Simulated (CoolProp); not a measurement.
Acetone along the isotherm 186.05 °C: fugacity coefficient from the reference equation and from simpler models built on Tc = 235.0 °C, pc = 4.692 MPa, ω = 0.307; each cubic takes its own stable root.

Model: reference Helmholtz-energy equation of state, Lemmon 2006, in CoolProp. It is a short technical equation, of lower accuracy than the large ones.

| p (MPa) | phase | reference |
|---|---|---|
| 3.91 | liquid | 0.4364 |
| 7.82 | liquid | 0.2420 |
| 11.7 | liquid | 0.1786 |
| 15.6 | liquid | 0.1477 |
| 19.6 | liquid | 0.1297 |
| 23.5 | liquid | 0.1188 |
| 27.4 | liquid | 0.1118 |
| 31.3 | liquid | 0.1072 |
| 35.2 | liquid | 0.1043 |
| 39.1 | liquid | 0.1027 |
| 43 | liquid | 0.1020 |
| 46.9 | liquid | 0.1021 |

Problem. How far does each simpler model (Soave-Redlich-Kwong, Peng-Robinson) lie from the reference over these 12 states: mean and median of the absolute difference, and the worst?

Solution. 
- Soave-Redlich-Kwong: mean 25.9 %, median 26.2 %, worst +42.2 % at 186.05 °C and 46.9 MPa
- Peng-Robinson: mean 12.7 %, median 13.1 %, worst +19.5 % at 186.05 °C and 46.9 MPa
